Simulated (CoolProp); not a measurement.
Hexamethyldisiloxane (MM) along the isobar 22.2 bar: density (kg/m³) from the reference equation and from simpler models built on Tc = 245.6 °C, pc = 19.31 bar, ω = 0.418; each cubic takes its own stable root.

Values from CoolProp's reference Helmholtz-energy equation of state, Thol 2016.

```json
[
 {"T (°C)": "-29.15", "phase": "liquid", "reference": "817.7"},
 {"T (°C)": "-13.35", "phase": "liquid", "reference": "801.9"},
 {"T (°C)": "2.55", "phase": "liquid", "reference": "785.9"},
 {"T (°C)": "18.35", "phase": "liquid", "reference": "769.8"},
 {"T (°C)": "34.15", "phase": "liquid", "reference": "753.5"},
 {"T (°C)": "50.05", "phase": "liquid", "reference": "736.9"},
 {"T (°C)": "65.85", "phase": "liquid", "reference": "720.0"},
 {"T (°C)": "81.75", "phase": "liquid", "reference": "702.6"},
 {"T (°C)": "97.55", "phase": "liquid", "reference": "684.7"},
 {"T (°C)": "113.45", "phase": "liquid", "reference": "666.1"},
 {"T (°C)": "129.25", "phase": "liquid", "reference": "646.8"},
 {"T (°C)": "145.15", "phase": "liquid", "reference": "626.3"},
 {"T (°C)": "160.95", "phase": "liquid", "reference": "604.6"}
]
```

**Question.** How far does each simpler model (van der Waals, Soave-Redlich-Kwong) lie from the reference over these 13 states: mean and median of the absolute difference, and the worst?

**Answer.** 
- van der Waals: mean 38.3 %, median 38.3 %, worst -39.9 % at -29.15 °C and 22.2 bar
- Soave-Redlich-Kwong: mean 6.8 %, median 6.6 %, worst -8.5 % at -29.15 °C and 22.2 bar
